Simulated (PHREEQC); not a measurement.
A solution holds 1 mol KOH and 0.53 mol KCl per kg of water, at 40 °C. Closed to the air; pH follows from the charge balance.

Model: Pitzer model, pitzer.dat, run in PHREEQC.

Question: The ionic strength comes out as 1.53 mol/kgw. What activity coefficients do OH-, Cl-, K+ get?

Answer: OH- 0.83, Cl- 0.59, K+ 0.63. Single-ion values are on the MacInnes scale.

No solid was allowed to form. Complexes and solids missing from the database can't appear. In brines, pH and single-ion activities rest on the MacInnes convention. Constants without temperature data keep their 25 °C values here.
